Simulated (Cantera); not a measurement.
Feed: 1 mol Fe(CO)5, 0.6 mol CO, 2.2 mol N2, equilibrated at 1600 K.

Equilibrium computed with Cantera from the NASA thermochemical tables; the gas is ideal and each condensed phase is pure. Candidate condensed phases: C, Fe, Fe(CO)5, FeO, Fe2O3, Fe3O4; 27 gas species. Iron dissolves carbon and melts from about 1420 K in contact with it, which pure phases cannot show. Condensed phases not in the tables: cementite and carbon dissolved in iron. Kinetics and transport are ignored.

x: gas mole fraction; n: condensed amount in mol.

```csv
P (Pa),x CO,x N2,x Fe,x CO2,x CN,x C2N2,n Fe(γ),n C(graphite)
10,0.710,0.279,0.0110,2.65e-8,2.37e-8,1.41e-9,0.914,0
36,0.716,0.281,0.00305,5.36e-8,2.27e-8,4.67e-9,0.976,0
130,0.717,0.282,0.000843,1.95e-7,[?],4.68e-9,0.993,0
460,0.718,0.282,0.000238,6.89e-7,[?],4.68e-9,0.998,0
1700,0.718,0.282,6.45e-5,2.55e-6,[?],4.68e-9,0.999,0
6000,0.718,0.282,1.83e-5,8.99e-6,[?],4.68e-9,1.000,0
22000,0.718,0.282,4.98e-6,3.30e-5,[?],4.68e-9,1.000,0
77000,0.718,0.282,1.42e-6,0.000115,[?],4.68e-9,1.000,0.000900
280000,0.717,0.282,3.92e-7,0.000419,[?],4.68e-9,1.000,0.00327
1000000,0.716,0.282,1.10e-7,0.00149,[?],4.69e-9,1.000,0.0116
```

Task: What belongs in the gaps?

Result: 
- 130, x CN: 1.20e-8
- 460, x CN: 6.36e-9
- 1700, x CN: 3.31e-9
- 6000, x CN: 1.76e-9
- 22000, x CN: 9.20e-10
- 77000, x CN: 4.92e-10
- 280000, x CN: 2.58e-10
- 1000000, x CN: 1.36e-10
